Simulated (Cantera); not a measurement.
A diamond (100) surface in a fixed gas of H2 with x(CH4) = 0.0075, x(H) = 0.0017, at 948 K, 0.128 atm; coverages are run to steady state.

Detailed kinetics in Cantera: the Harris–Goodwin 1993 mechanism for the reconstructed diamond (100) surface.

θ: site fractions in the mechanism's names (c6HH fully hydrogenated, c6H* and c6*H radical sites, c6** diradical, c6HM methylated).

| x(CH3) | growth (µm/h) | θ c6HH | θ c6H* | θ c6*H | θ c6** | θ c6HM |
|---|---|---|---|---|---|---|
| 1e-06 | … | 0.646 | 0.0140 | 0.333 | 0.00644 | 0.000393 |
| 2.1e-06 | … | 0.646 | 0.0140 | 0.333 | 0.00643 | 0.000825 |
| 4.5e-06 | … | 0.645 | 0.0140 | 0.332 | 0.00642 | 0.00177 |
| 9.4e-06 | … | 0.643 | 0.0139 | 0.332 | 0.00640 | 0.00368 |
| 2e-05 | … | 0.640 | 0.0138 | 0.330 | 0.00636 | 0.00778 |
| 4.2e-05 | … | 0.633 | 0.0137 | 0.326 | 0.00627 | 0.0161 |
| 8.9e-05 | … | 0.619 | 0.0134 | 0.318 | 0.00608 | 0.0333 |
| 0.00019 | … | 0.590 | 0.0127 | 0.303 | 0.00571 | 0.0675 |
| 0.00039 | … | 0.542 | 0.0117 | 0.278 | 0.00509 | 0.126 |

Question: Fill in the missing entries.

Answer: 
- 1e-06, growth (µm/h): 0.0524
- 2.1e-06, growth (µm/h): 0.110
- 4.5e-06, growth (µm/h): 0.235
- 9.4e-06, growth (µm/h): 0.491
- 2e-05, growth (µm/h): 1.04
- 4.2e-05, growth (µm/h): 2.15
- 8.9e-05, growth (µm/h): 4.45
- 0.00019, growth (µm/h): 9.00
- 0.00039, growth (µm/h): 16.8
